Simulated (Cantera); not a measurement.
Charge: 1 mol C₂H₄, 1.7 mol CO₂, 31 mol N₂, 0.11 mol O₂, at 2450 K and 18.0 bar.

Method: chemical equilibrium by Gibbs-energy minimisation in Cantera with the NASA 1993 tables (ideal gas, pure condensed phases). Candidate condensed phases: C, C₆H₆, C₇H₈, C₈H₁₈, H₂O; 136 gas species. Kinetics and transport are ignored.

Base state: N₂ 0.845, CO 0.0988, H₂ 0.0529, HCN 0.00196, H 0.00109, HNC 0.000217, H₂O 1.74e-5, C₂H₂ (acetylene) 1.02e-5 (mole fractions); condensed: gas only.

**Question.** What changes in the equilibrium state with this change: O₂ from 0.11 to 0.016 mol?

**Answer.** 
```json
[
 {"species": "N₂", "before": "0.845", "after": "0.847"},
 {"species": "CO", "before": "0.0988", "after": "0.0941"},
 {"species": "H₂", "before": "0.0529", "after": "0.0507"},
 {"species": "HCN", "before": "0.00196", "after": "0.00640"},
 {"species": "C₂N₂", "before": "1.07e-6", "after": "1.19e-5"},
 {"species": "C₂H₂ (acetylene)", "before": "1.02e-5", "after": "0.000109"},
 {"species": "H₂O", "before": "1.74e-5", "after": "4.78e-6"},
 {"species": "HNC", "before": "0.000217", "after": "0.000706"},
 {"species": "H", "before": "0.00109", "after": "0.00107"}
]
```

**Question.** What changes in the equilibrium state with this change: C₂H₄ replaced by CH₄?

**Answer.** 
```csv
species,before,after
N₂,0.845,0.868
CO,0.0988,0.0694
H₂,0.0529,0.0360
H₂O,1.74e-5,0.0194
C₂H₂ (acetylene),1.02e-5,<1e-9
HCN,0.00196,7.04e-7
```
